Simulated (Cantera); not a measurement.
A closed system holds: 1 mol HgO, 0.23 mol O2, 8.4 mol H2, at 25.0 Pa.

Cantera equilibrium calculation (NASA polynomials, part measured and part estimated; ideal gas, pure solids and liquids). Candidate condensed phases: H2O, Hg, HgO; 10 gas species. Kinetics and transport are ignored. All values below are at 1275 K.

Base state: H2 0.738, H2O 0.155, Hg 0.106, H 4.01e-5 (mole fractions); condensed: gas only.

### Question
What changes in the equilibrium state with this change: O2 from 0.23 to 0.027 mol?

### Answer
```tsv
species	before	after
H2	0.738	0.781
H2O	0.155	0.112
Hg	0.106	0.106
H	4.01e-5	4.12e-5
```
